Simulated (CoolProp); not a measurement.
n-perfluorohexane along the isotherm 450 K: density (kg/m³) from the reference equation and from simpler models built on Tc = 448.0 K, pc = 1742 kPa, ω = 0.497; each cubic takes its own stable root.

The numbers come from the reference Helmholtz-energy equation of state, Gao 2022 in CoolProp.

```json
[
 {"p (kPa)": "1940", "phase": "supercritical", "reference": "871.1", "van der Waals": "572.7", "Peng-Robinson": "711.0"},
 {"p (kPa)": "3870", "phase": "supercritical", "reference": "1124", "van der Waals": "750.5", "Peng-Robinson": "1023"},
 {"p (kPa)": "5810", "phase": "supercritical", "reference": "1198", "van der Waals": "814.2", "Peng-Robinson": "1134"},
 {"p (kPa)": "7740", "phase": "supercritical", "reference": "1246", "van der Waals": "855.3", "Peng-Robinson": "1207"},
 {"p (kPa)": "9680", "phase": "supercritical", "reference": "1282", "van der Waals": "886.0", "Peng-Robinson": "1263"},
 {"p (kPa)": "11600", "phase": "supercritical", "reference": "1310", "van der Waals": "910.3", "Peng-Robinson": "1306"},
 {"p (kPa)": "13500", "phase": "supercritical", "reference": "1334", "van der Waals": "930.2", "Peng-Robinson": "1343"},
 {"p (kPa)": "15500", "phase": "supercritical", "reference": "1356", "van der Waals": "948.0", "Peng-Robinson": "1376"},
 {"p (kPa)": "17400", "phase": "supercritical", "reference": "1375", "van der Waals": "962.7", "Peng-Robinson": "1403"}
]
```
